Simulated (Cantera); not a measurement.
Feed: 1 mol PbS, 53 mol H2, at 1875 °C and 120000 Pa.

Cantera equilibrium calculation (NASA polynomials, part measured and part estimated; ideal gas, pure solids and liquids). Candidate condensed phases: Pb, PbS, S; 10 gas species. The numbers say what is thermodynamically allowed, not how fast it happens.

Base state: H2 0.964, Pb 0.0145, H2S 0.0107, PbS 0.00394, H 0.00374, SH 0.00238, S2 0.000624, S 0.000179 (mole fractions); condensed: gas only.

### Question
What changes in the equilibrium state with this change: pressure from 120000 Pa to 1330 Pa?

### Answer
```
species    before    after
-------  --------  -------
H2          0.964    0.933
H         0.00374   0.0349
Pb         0.0145   0.0170
H2S        0.0107  0.00237
S        0.000179  0.00368
S2       0.000624  0.00293
PbS       0.00394  0.00105
SH        0.00238  0.00507
```

### Question
What changes in the equilibrium state with this change: H2 from 53 to 0.37 mol?

### Answer
```csv
species,before,after
PbS,0.00394,0.498
H2,0.964,0.217
Pb,0.0145,0.175
S2,0.000624,0.0683
SH,0.00238,0.0118
H2S,0.0107,0.0252
Pb2,9.37e-7,0.000137
S,0.000179,0.00187
```
